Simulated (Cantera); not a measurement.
Charge: 1 mol CCl4, 1.9 mol H2, 0.019 mol Si, held at 0.0900 Torr.

Method: chemical equilibrium by Gibbs-energy minimisation in Cantera with the NASA 1993 tables (ideal gas, pure condensed phases). Candidate condensed phases: C, C6H6, C7H8, C8H18, Si, SiC; 109 gas species. The tables' values for SiCl3 are old estimates; treat these amounts as uncertain. Equilibrium is a limit: real reactors are often held back by kinetics, nucleation or transport. All values below are at 1575 K.

Base state: HCl 0.945, Cl 0.0463, H2 0.00379, SiCl2 0.00329, SiCl3 0.000871, SiCl4 0.000604, H 0.000233, Cl2 2.88e-5 (mole fractions); condensed: C(graphite).

What changes in the equilibrium state with this change: H2 from 1.9 to 0.45 mol?


```csv
species,before,after
Cl,0.0463,0.758
HCl,0.945,0.230
Cl2,2.88e-5,0.00771
SiCl4,0.000604,0.00438
H2,0.00379,8.37e-7
H,0.000233,3.47e-6
SiCl2,0.00329,8.90e-5
SiCl3,0.000871,0.000386
"C(graphite), mol",1.000,1.000
```
